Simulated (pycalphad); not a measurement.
# Phase fractions of Mg-4.42Si-3.04Al (at.%)

Computed with pycalphad from the COST 507 light-alloy database (1999), at 1 atm. These are 1990s assessments: newer ones move some temperatures and phases. Phase fractions are per mole of atoms. Kinetics are ignored, which matters at the lower temperatures.

```
T (K)  LIQUID  MG2SI  HCP_A3  ALMG_GAMMA
-----  ------  -----  ------  ----------
1050    1.000      -       -           -
1000    0.965  0.035       -           -
950     0.927  0.073       -           -
900     0.902  0.098       -           -
850     0.034  0.132   0.834           -
800         -  0.133   0.867           -
750         -  0.133   0.867           -
700         -  0.133   0.867           -
650         -  0.133   0.867           -
600         -  0.133   0.867           -
550         -  0.133   0.867           -
500         -  0.133   0.866       0.002
450         -  0.133   0.839       0.029
400         -  0.133   0.820       0.047
350         -  0.133   0.807       0.060
```

Database names, with the compositions (at.%) that they take in these runs: MG2SI: Mg 67 Si 33; ALMG_GAMMA: Mg 59 Al 41. HCP_A3 is hcp.
